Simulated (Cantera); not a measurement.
A perfectly stirred reactor is fed with C₃H₈ : H₂ = 1 : 13 (molar parts), at 20.0 Torr; it is held at 1875 K, and followed from long to short residence time.

Model: GRI-Mech 3.0 (53 species, 325 reactions), integrated in Cantera. GRI-Mech 3.0 was tuned for natural gas; its chemistry of propane as a main component is partial and can be far from experiment. GRI-Mech 3.0 stops at C3 and has no aromatics, soot or wall deposition, so with more carbon than oxygen in the feed, carbon stays in small species such as C2H2 where larger ones or solid carbon would form. Radical loss at walls, strong at low pressure, is not modelled.

One state of this run: x C₃H₈ = 0.000820; x H₂ = 0.864; x CH₃ = 0.00826; x H = 0.00502; x C₂H = 3.37e-6; x CH₄ = 0.0646; x CH₂ = 2.35e-5. x: mole fraction; the columns are a selection and need not sum to one.

Question: Which value of τ (s) does it belong to?
(A) 0.18
(B) 6.2
(C) 0.0016
(D) 0.59

Answer: C, 0.0016
